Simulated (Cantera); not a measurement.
A Cantera script and what it prints.

```python
import numpy as np
import cantera as ct

gas_names = [...]  # 123 gases of nasa_gas.yaml made of C, H, O, Si
cond_names = """
    C(gr) C6H6(L) C7H8(L) C8H18(L),n-octa H2O(s) H2O(L) Si(cr) Si(L) SiC(b) SiO2(Lqz) SiO2(hqz) SiO2(L)
""".split()


# ... load() reads the species with a 1 bar reference pressure and builds the phases ...
atoms = {
    'SiO2': {'Si': 1, 'O': 2},
    'C': {'C': 1},
    'H2': {'H': 2},
    'CH4': {'C': 1, 'H': 4},
}
top_T = {'C(gr)': 4500, 'SiC(b)': 3050}  # K; cautious upper limits of use, not melting points


# ... equilibrate(T, P, feed) seeds the gas with the atoms and calls Mixture.equilibrate('TP', solver="vcs", rtol=1e-11, max_steps=5000) ...
results = []
T = 2473  # K
P = 100000  # Pa
for m in [0.4, 0.56, 0.77, 1.1, 1.5, 2, 2.7, 3.8, 5.2, 7.2]:
    feed = {'SiO2': 1, 'C': m, 'H2': 3.5, 'CH4': 1.1}  # mol
    mix = equilibrate(T, P, feed)
    results.append((T, P, feed, dict(zip(mix.species_names, mix.species_moles))))

top = {s: max(r[3][s] / sum(r[3][g] for g in gas_names) for r in results) for s in gas_names}
cols = sorted((s for s in top if top[s] > 0.001), key=lambda s: -top[s])[:7]
seen = [c for c in cond_names if any(r[3].get(c, 0) > 1e-12 for r in results)]
print("log10 of partial pressures in bar; condensed amounts in mol")
print(f"{'n(C)':>10s}" + "".join(f"{s[:9]:>10s}" for s in cols + seen))
for T, P, feed, n in results:
    ng = sum(n[g] for g in gas_names)
    print(f"{feed['C']:10.4g}" + "".join(f"{np.log10(max(n[s] / ng * P / 1e5, 1e-99)):10.3f}" for s in cols)
          + "".join(f"{n.get(c, 0):10.4g}" for c in seen))
```

Output:

```
log10 of partial pressures in bar; condensed amounts in mol
      n(C)        H2        CO       SiO         H C2H2,acet        Si     C(gr)     Si(L)    SiC(b)
       0.4    -0.144    -0.752    -1.103    -1.723    -3.456    -2.412         0    0.2261    0.1053
      0.56    -0.144    -0.752    -1.103    -1.723    -3.456    -2.412         0   0.06605    0.2653
      0.77    -0.143    -0.730    -1.155    -1.723    -3.383    -2.449         0         0    0.4052
       1.1    -0.143    -0.685    -1.304    -1.723    -3.189    -2.546         0         0    0.5735
       1.5    -0.143    -0.636    -1.591    -1.723    -2.852    -2.714         0         0    0.7739
         2    -0.145    -0.600    -2.248    -1.724    -2.161    -3.061   0.08718         0    0.9431
       2.7    -0.145    -0.600    -2.248    -1.724    -2.161    -3.061    0.7872         0    0.9431
       3.8    -0.145    -0.600    -2.248    -1.724    -2.161    -3.061     1.887         0    0.9431
       5.2    -0.145    -0.600    -2.248    -1.724    -2.161    -3.061     3.287         0    0.9431
       7.2    -0.145    -0.600    -2.248    -1.724    -2.161    -3.061     5.287         0    0.9431
```

These are equilibrium values from Cantera (NASA tables, ideal gas, pure condensed phases), not measurements of a reactor. Mutual solubility and eutectic melting of coexisting phases are not modelled. Gases not in the tables: Si2H6 and higher silanes.
